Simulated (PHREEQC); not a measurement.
Solution (25 °C): 0.022 mol/kgw HF, 0.029 mol/kgw (NH4)2SiF6 and 0.00038 mol/kgw H2SO4. Closed to the air; pH follows from the charge balance.

Computed with PHREEQC (ion-association model, phreeqc.dat).

This is a speciation only: nothing precipitates in the calculation.

**Question.** Order these S species by the share of S that they hold, largest first: HSO4-, SO4-2, NH4SO4-.

**Answer.** SO4-2 (68 %), NH4SO4- (19 %), HSO4- (13 %)

**Question.** Order these F species by the share of F that they hold, largest first: HF, F-, SiF6-2, HF2-.

**Answer.** SiF6-2 (89 %), HF (9.0 %), F- (2.0 %), HF2- (0.27 %)

The pH is 2.40 and the ionic strength 0.0920 mol/kgw. SiF6-2 is the database's only silicon fluoride.
